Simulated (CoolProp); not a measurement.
A single-stage vapour-compression cycle with nitrous oxide: evaporating at 247.15 K (dew point), condensing at 280.15 K (bubble point), superheat 2 K, subcooling 0 K, compressor efficiency 0.75, no pressure losses. Each further row changes one setting.

Values from CoolProp's reference Helmholtz-energy equation of state, Lemmon 2006. It is a short technical equation, of lower accuracy than the large ones.

```tsv
case	cooling COP	pressure ratio	discharge temperature (K)	refrigerating effect (kJ/kg)	volumetric capacity (kJ/m³)
as stated	4.23	2.49	321.3	221	8420
evaporating temperature 252.15 K	5.21	2.13	314.1	221	9880
condensing temperature 275.15 K	5.22	[?]	310.7	232	8860
subcooling 5 K	4.46	2.49	321.3	[?]	[?]
superheat 12 K	4.15	2.49	334.2	232	[?]
compressor efficiency 0.65	3.67	2.49	[?]	221	8420
```

Problem. Some entries are withheld; supply them.

Solution. 
- condensing temperature 275.15 K, pressure ratio: 2.20
- subcooling 5 K, refrigerating effect (kJ/kg): 233
- subcooling 5 K, volumetric capacity (kJ/m³): 8870
- superheat 12 K, volumetric capacity (kJ/m³): 8280
- compressor efficiency 0.65, discharge temperature (K): 328.1
